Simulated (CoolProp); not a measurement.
Vapour-liquid equilibrium of propylene (1) + R142b (2) at -33.75 °C; x and y are mole fractions of (1).

Values from CoolProp's multi-fluid Helmholtz-energy mixture model, Lemmon 2013 and Lemmon 2006; pair parameters Bell 2016.

```tsv
x	bubble pressure (MPa)	y at the bubble point	dew pressure at overall composition x (MPa)	liquid density (mol/L)
0.05	0.04247	0.256	0.03458	12.48
0.15	0.06111	0.532	0.03801	12.63
0.25	0.07896	0.676	0.04219	12.78
0.35	0.09559	0.763	0.04740	12.94
0.45	0.1109	0.822	0.05406	13.10
0.55	0.1249	0.865	0.06287	13.26
0.65	0.1381	0.900	0.07502	13.42
0.75	0.1507	0.930	0.09269	13.60
0.85	0.1632	0.957	0.1197	13.78
0.95	0.1761	0.985	0.1598	13.98
```

No azeotrope shows between x = 0.05 and 0.95.

The pair parameters rest on a limited set of measurements; away from them the model extrapolates.
